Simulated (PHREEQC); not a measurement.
Acid mine or pickling water (model solution)

Synthetic water in mmol/kgw, 25 °C, pH 2.66: Na 98.4; K 11.8; Ca 4.95; Mg 7.56; Cl 11.3; S(6) 62.9; Mn(2) 0.0223; Li 4.19.

Cl is adjusted to close the charge balance.
Valence states are taken as typed.

All values are PHREEQC results (Pitzer model, pitzer.dat), not measurements.

Each row changes one thing in this solution. This is a speciation only: nothing precipitates in the calculation.

| case | SI of Gypsum (CaSO4:2H2O) | SI of Epsomite (MgSO4:7H2O) |
|---|---|---|
| as made | -0.35 | -2.84 |
| Ca from 4.95 to 2.48 mmol/kgw | -0.65 | -2.83 |
| temperature from 25 to 30 °C at the same typed pH | -0.37 | -2.89 |
